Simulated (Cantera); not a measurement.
Input: 1 mol Fe₃O₄, a varied amount of CH₄, 1.5 mol N₂, equilibrated at 2223 K and 0.700 bar.

Points: n(CH4) (mol) = 0.52, 0.66, 0.84, 1.1, 1.4, 1.7, 2.2, 2.8.

Cantera's Mixture.equilibrate('TP', solver="vcs", rtol=1e-11, max_steps=5000) on the NASA tables stopped like this:

```
ERROR: FAILURE its = 5001!

*******************************************************************************
CanteraError thrown by MultiPhase::equilibrate:
VCS solver failed. Return code: -1
*******************************************************************************
```

Problem. What got this run through?

Solution. One answer among several that fit: The failure is numerical, not chemical. The same input converged with solver="gibbs", rtol=1e-10, max_steps=50000, and the result passed a check of the equilibrium conditions:
```
log10 of partial pressures in bar; condensed amounts in mol
    n(CH4)        N2        H2        CO       H2O       CO2         H        Fe        OH     Fe(L)    FeO(L)
      0.52    -0.467    -0.861    -0.981    -1.011    -1.860    -2.624    -2.633    -3.615         0     2.989
      0.66    -0.523    -0.752    -0.917    -1.069    -1.964    -2.570    -2.466    -3.727    0.1254     2.857
      0.84    -0.586    -0.710    -0.875    -1.027    -1.922    -2.548    -2.466    -3.706    0.4344     2.545
       1.1    -0.663    -0.670    -0.835    -0.987    -1.882    -2.528    -2.466    -3.686    0.8807     2.095
       1.4    -0.738    -0.640    -0.805    -0.957    -1.851    -2.513    -2.466    -3.671     1.396     1.575
       1.7    -0.802    -0.619    -0.785    -0.936    -1.831    -2.503    -2.466    -3.661     1.911     1.055
       2.2    -0.891    -0.596    -0.762    -0.913    -1.808    -2.491    -2.466    -3.649     2.769    0.1891
       2.8    -0.978    -0.501    -0.726    -1.122    -2.075    -2.444    -2.466    -3.905      2.95         0
```

The gas is ideal and each condensed phase is pure. Each liquid is taken as pure. Mutual solubility and eutectic melting of coexisting phases are not modelled. The tables' stoichiometric FeO is somewhat more stable than real wüstite, so its field is too wide. FeO: taken at fixed stoichiometry.
